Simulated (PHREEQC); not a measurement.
## Metal-bearing waste water: an equilibrium model

Solution (25 °C): 0.065 mol ZnSO4, 0.04 mol ZnCl2 and 0.0097 mol NaF per kg of water. Closed to the air; pH follows from the charge balance.

Computed with PHREEQC (ion-association model, phreeqc.dat).

This is a speciation only: nothing precipitates in the calculation.

Problem. Predict the pH, ionic strength.

Solution. pH 5.62; ionic strength 0.243 mol/kgw.

Problem. In which forms is S present?

Solution. ZnSO4 43 %, SO4-2 39 %, Zn(SO4)2-2 17 %, NaSO4- 0.5 % of the S.

Complexes and solids missing from the database can't appear.
